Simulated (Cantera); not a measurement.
An isothermal, constant-pressure homogeneous reactor starts with N₂O : N₂ = 4.8 : 0.76 (molar parts), at 1500 K and 760 Torr.

Model: GRI-Mech 3.0 (53 species, 325 reactions), integrated in Cantera. GRI-Mech 3.0 was tuned for natural gas; its chemistry of N2O as a main component is partial and can be far from experiment. The temperature is held fixed by assumption; the heat of reaction is taken as removed at once.

**Question.** Predict: x(N₂O) at 7.00 s; x(O₂) at 7.00 s; x(NO) at 7.00 s; x(O) at 7.00 s; x(NO₂) at 7.00 s; x(N₂) at 7.00 s.

**Answer.** 
- x(N₂O) at 7.00 s: 4.68e-6 (gas-phase equilibrium 8.05e-8)
- x(O₂) at 7.00 s: 0.242 (gas-phase equilibrium 0.301)
- x(NO) at 7.00 s: 0.118 (gas-phase equilibrium 0.00138)
- x(O) at 7.00 s: 2.00e-6 (gas-phase equilibrium 2.22e-6)
- x(NO₂) at 7.00 s: 0.000683 (gas-phase equilibrium 8.91e-6)
- x(N₂) at 7.00 s: 0.639 (gas-phase equilibrium 0.698)
